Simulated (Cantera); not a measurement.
An isothermal, constant-pressure homogeneous reactor starts with H2 : O2 : N2 = 1 : 1 : 2.2 (molar parts), equivalence ratio 0.50, at 1025 K and 0.190 bar.

Computed with Cantera and the H2/O2 subset of GRI-Mech 3.0, which has no nitrogen chemistry. The temperature is held fixed by assumption; the heat of reaction is taken as removed at once.

x: mole fraction; the columns are a selection and need not sum to one.

| t (s) | x H2 | x O2 | x H2O | x H2O2 | x HO2 |
|---|---|---|---|---|---|
| 0.000700 | 0.0215 | 0.144 | 0.233 | 6.16e-6 | 5.51e-5 |
| 0.00164 | ___ | 0.136 | 0.267 | ___ | ___ |
| 0.00383 | ___ | 0.135 | 0.269 | ___ | ___ |
| 0.00895 | 0.000315 | 0.135 | 0.270 | 1.46e-6 | 8.47e-6 |
| 0.0209 | 8.39e-5 | 0.135 | 0.270 | 5.16e-7 | 2.80e-6 |
| 0.0489 | 1.47e-5 | 0.135 | 0.270 | 1.61e-7 | 5.82e-7 |
| 0.114 | 1.57e-6 | 0.135 | 0.270 | 5.75e-8 | 8.90e-8 |
| 0.268 | 1.12e-7 | 0.135 | 0.270 | 2.14e-8 | 1.71e-8 |
| 0.626 | 1.47e-8 | 0.135 | 0.270 | 8.50e-9 | 5.63e-9 |
| 1.46 | 4.90e-9 | 0.135 | 0.270 | 3.55e-9 | 2.37e-9 |
| 3.42 | 1.94e-9 | 0.135 | 0.270 | 1.52e-9 | 1.22e-9 |
| 8.00 | 8.33e-10 | 0.135 | 0.270 | 6.66e-10 | 8.78e-10 |

Some entries are withheld; supply them.


- 0.00164, x H2: 0.00269
- 0.00164, x H2O2: 4.15e-6
- 0.00164, x HO2: 3.34e-5
- 0.00383, x H2: 0.000927
- 0.00383, x H2O2: 2.69e-6
- 0.00383, x HO2: 1.81e-5
